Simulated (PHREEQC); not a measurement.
## Metal-bearing waste water

A solution holds 0.0032 mol/kgw ZnSO4, 0.00094 mol/kgw ZnCl2, 0.33 mol/kgw H2SO4 and 0.00022 mol/kgw NaCl, at 25 °C and 100 atm. Closed to the air; pH follows from the charge balance.

All values are PHREEQC results (ion-association model, phreeqc.dat), not measurements.

Precipitation was switched off in this run.

### Question
Predict the pH.

### Answer
pH 0.55.

### Question
In which forms is S present?

### Answer
HSO4- 88 %, SO4-2 12 % of the S.

Under pressure, the constants of complexes without a molar volume in the database are unreliable.
